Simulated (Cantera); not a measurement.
Charge: 1 mol CO, 0.031 mol CO2, a varied amount of N2, held at 2100 K and 750 Torr.

Cantera equilibrium calculation (NASA polynomials, part measured and part estimated; ideal gas, pure solids and liquids). Candidate condensed phases: C; 24 gas species. The numbers say what is thermodynamically allowed, not how fast it happens.

x: gas mole fraction; nothing condenses.

```csv
n(N2) (mol),x N2,x CO,x CO2,x NO
2,0.660,0.330,0.0102,1.80e-6
6.6,0.865,0.131,0.00406,2.06e-6
11,0.914,0.0831,0.00257,2.12e-6
16,0.939,0.0587,0.00182,2.15e-6
21,0.953,0.0454,0.00140,2.16e-6
25,0.960,0.0384,0.00119,2.17e-6
30,0.967,(withheld),(withheld),2.18e-6
35,0.971,(withheld),(withheld),2.18e-6
39,0.974,0.0250,0.000772,2.19e-6
```

Problem. Complete the blanks.

Solution. 
- 30, x CO: 0.0322
- 30, x CO2: 0.000997
- 35, x CO: 0.0278
- 35, x CO2: 0.000858
